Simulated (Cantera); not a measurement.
Mixture: CO : H2 : CH4 : O2 : N2 = 1 : 0.045 : 0.34 : 1.43 : 5.3 (molar parts), equivalence ratio 0.84, at 760 Torr, adiabatic and at constant pressure. Ignition delay is the time to a rise of 400 K.

Model: GRI-Mech 3.0 (53 species, 325 reactions), integrated in Cantera. Below about 1000 K GRI-Mech 3.0 lacks low-temperature oxidation paths.

Question: What does this change do: O2 1.43 to 2 parts?

Answer: 
```json
[
 {"quantity": "delay at 975 K", "before": "66.3 ms", "after": "34.0 ms"},
 {"quantity": "delay at 1125 K", "before": "16.5 ms", "after": "8.42 ms"},
 {"quantity": "delay at 1275 K", "before": "3.22 ms", "after": "1.83 ms"},
 {"quantity": "delay at 1425 K", "before": "0.783 ms", "after": "0.513 ms"},
 {"quantity": "delay at 1575 K", "before": "0.268 ms", "after": "0.196 ms"},
 {"quantity": "apparent activation energy between 1500 and 1650 K", "before": "130 kJ/mol", "after": "120 kJ/mol"}
]
```

Question: What does this change do: CH4 0.34 to 0.72 parts?

Answer: 
```
quantity                                                before       after
--------------------------------------------------  ----------  ----------
delay at 975 K                                         66.3 ms     0.836 s
delay at 1125 K                                        16.5 ms     0.103 s
delay at 1275 K                                        3.22 ms     13.0 ms
delay at 1425 K                                       0.783 ms     2.11 ms
delay at 1575 K                                       0.268 ms    0.495 ms
apparent activation energy between 1500 and 1650 K  130 kJ/mol  170 kJ/mol
```
